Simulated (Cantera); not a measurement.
**Ti(OiPr)₄ + H₂ + CH₄ (titanium nitride, carbide and oxide coatings)**

Charge: 1 mol Ti(OiPr)₄, 2.8 mol H₂, 0.72 mol CH₄, at 0.0100 bar.

Cantera equilibrium calculation (NASA polynomials, part measured and part estimated; ideal gas, pure solids and liquids). Candidate condensed phases: C, C₆H₆, C₇H₈, C₈H₁₈, H₂O, Ti, TiC, TiO, TiO₂, Ti₂O₃, Ti₃O₅, Ti₄O₇; 113 gas species. The feed counts by its element totals alone. TiC: taken at fixed stoichiometry. Equilibrium is a limit: real reactors are often held back by kinetics, nucleation or transport.

From 1002 °C to 1902 °C the condensed part is C(graphite) + TiC(s).

| T (°C) | log p H₂ | log p CO | log p H | log p C₂H₂ (acetylene) | n C(graphite) | n TiC(s) |
|---|---|---|---|---|---|---|
| 1002 | -2.09 | -2.75 | -7.18 | -8.50 | 7.72 | 1.00 |
| 1152 | -2.09 | -2.75 | -6.21 | -7.54 | 7.72 | 1.00 |
| 1302 | -2.09 | -2.75 | -5.42 | -6.76 | 7.72 | 1.00 |
| 1452 | -2.09 | -2.75 | -4.77 | -6.12 | 7.72 | 1.00 |
| 1602 | -2.09 | -2.75 | -4.23 | -5.59 | 7.71 | 1.00 |
| 1752 | -2.09 | -2.75 | -3.76 | -5.14 | 7.69 | 1.000 |
| 1902 | -2.11 | -2.75 | -3.37 | -4.76 | 7.64 | 1.000 |
log p: log10 of the partial pressure in bar; n: condensed amount in mol.
